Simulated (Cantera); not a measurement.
A Cantera script and what it prints.

```python
import numpy as np
import cantera as ct

gas_names = """
    H HO2 H2 H2O H2O2 O OH O2 O3 Si SiH SiH2 SiH3 SiH4 SiO SiO2 Si2 Si3
""".split()
cond_names = """
    H2O(s) H2O(L) Si(cr) Si(L) SiO2(Lqz) SiO2(hqz) SiO2(L)
""".split()


# ... load() reads the species with a 1 bar reference pressure and builds the phases ...
atoms = {
    'Si2H6': {'Si': 2, 'H': 6},
    'O2': {'O': 2},
    'H2': {'H': 2},
}
top_T = {}  # K; cautious upper limits of use, not melting points


# ... equilibrate(T, P, feed) seeds the gas with the atoms and calls Mixture.equilibrate('TP', solver="vcs", rtol=1e-11, max_steps=5000) ...
results = []
T = 1875  # K
P = 1700  # Pa
for m in [0.089, 0.12, 0.17, 0.24, 0.33, 0.45, 0.63, 0.87, 1.2, 1.7, 2.3, 3.2, 4.5]:
    feed = {'Si2H6': 1, 'O2': m, 'H2': 12}  # mol
    mix = equilibrate(T, P, feed)
    results.append((T, P, feed, dict(zip(mix.species_names, mix.species_moles))))
    x = sorted(zip(gas.X, gas.species_names), reverse=True)
    print(f"T = {T:g} K  P = {P:g} Pa  n(O2) = {m:g} mol  gas = {mix.phase_moles(0):.4g} mol")
    print("   x: " + "  ".join(f"{s} {v:.3e}" for v, s in x if v > 1e-05))
    print("   condensed (mol): " + ("  ".join(f"{mix.phase(i).name} {mix.phase_moles(i):.4g}"
          for i in range(1, mix.n_phases) if mix.phase_moles(i) > 1e-12) or "none"))
```

Result:

```
T = 1875 K  P = 1700 Pa  n(O2) = 0.089 mol  gas = 15.22 mol
   x: H2 9.827e-01  SiO 1.169e-02  H 4.984e-03  Si 5.328e-04  SiH 6.383e-05  SiH2 4.883e-05
   condensed (mol): Si(L) 1.812
T = 1875 K  P = 1700 Pa  n(O2) = 0.12 mol  gas = 15.29 mol
   x: H2 9.787e-01  SiO 1.570e-02  H 4.974e-03  Si 5.328e-04  SiH 6.370e-05  SiH2 4.863e-05
   condensed (mol): Si(L) 1.75
T = 1875 K  P = 1700 Pa  n(O2) = 0.17 mol  gas = 15.39 mol
   x: H2 9.723e-01  SiO 2.210e-02  H 4.957e-03  Si 5.328e-04  SiH 6.350e-05  SiH2 4.831e-05
   condensed (mol): Si(L) 1.65
T = 1875 K  P = 1700 Pa  n(O2) = 0.24 mol  gas = 15.53 mol
   x: H2 9.635e-01  SiO 3.091e-02  H 4.935e-03  Si 5.328e-04  SiH 6.321e-05  SiH2 4.788e-05
   condensed (mol): Si(L) 1.51
T = 1875 K  P = 1700 Pa  n(O2) = 0.33 mol  gas = 15.71 mol
   x: H2 9.524e-01  SiO 4.202e-02  H 4.906e-03  Si 5.328e-04  SiH 6.284e-05  SiH2 4.733e-05
   condensed (mol): Si(L) 1.33
T = 1875 K  P = 1700 Pa  n(O2) = 0.45 mol  gas = 15.95 mol
   x: H2 9.381e-01  SiO 5.643e-02  H 4.869e-03  Si 5.328e-04  SiH 6.237e-05  SiH2 4.661e-05
   condensed (mol): Si(L) 1.09
T = 1875 K  P = 1700 Pa  n(O2) = 0.63 mol  gas = 16.31 mol
   x: H2 9.173e-01  SiO 7.726e-02  H 4.815e-03  Si 5.328e-04  SiH 6.167e-05  SiH2 4.558e-05
   condensed (mol): Si(L) 0.7294
T = 1875 K  P = 1700 Pa  n(O2) = 0.87 mol  gas = 16.79 mol
   x: H2 8.910e-01  SiO 1.036e-01  H 4.745e-03  Si 5.328e-04  SiH 6.078e-05  SiH2 4.427e-05
   condensed (mol): Si(L) 0.2491
T = 1875 K  P = 1700 Pa  n(O2) = 1.2 mol  gas = 16.72 mol
   x: H2 8.902e-01  SiO 1.004e-01  H 4.744e-03  H2O 4.649e-03
   condensed (mol): SiO2(L) 0.3222
T = 1875 K  P = 1700 Pa  n(O2) = 1.7 mol  gas = 15.8 mol
   x: H2 9.368e-01  SiO 4.817e-02  H2O 1.019e-02  H 4.866e-03
   condensed (mol): SiO2(L) 1.239
T = 1875 K  P = 1700 Pa  n(O2) = 2.3 mol  gas = 15.19 mol
   x: H2 9.358e-01  H2O 4.941e-02  SiO 9.926e-03  H 4.863e-03  OH 2.002e-05
   condensed (mol): SiO2(L) 1.849
T = 1875 K  P = 1700 Pa  n(O2) = 3.2 mol  gas = 15.08 mol
   x: H2 8.308e-01  H2O 1.618e-01  H 4.583e-03  SiO 2.691e-03  OH 6.958e-05
   condensed (mol): SiO2(L) 1.959
T = 1875 K  P = 1700 Pa  n(O2) = 4.5 mol  gas = 15.05 mol
   x: H2 6.616e-01  H2O 3.332e-01  H 4.089e-03  SiO 1.041e-03  OH 1.605e-04
   condensed (mol): SiO2(L) 1.984
```

Cantera equilibrium calculation (NASA polynomials, part measured and part estimated; ideal gas, pure solids and liquids). The feed counts by its element totals alone. The tables hold silica as quartz up to 1696 K and as liquid above; real silica turns to tridymite and cristobalite and melts near 1996 K. Gases not in the tables: Si2H6 and higher silanes.
